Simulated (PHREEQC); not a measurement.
A solution holds 0.0014 mol/kgw CuSO4, 0.2 mol/kgw HNO3 and 0.0026 mol/kgw H3BO3, at 20 °C. Closed to the air; pH follows from the charge balance.

Computed with PHREEQC (ion-association model, wateq4f.dat).

This is a speciation only: nothing precipitates in the calculation.

### Question
Predict the pH, activity of water.

### Answer
pH 0.80; activity of water 0.993.

### Question
In which forms is S present?

### Answer
HSO4- 84 %, SO4-2 15 % of the S.
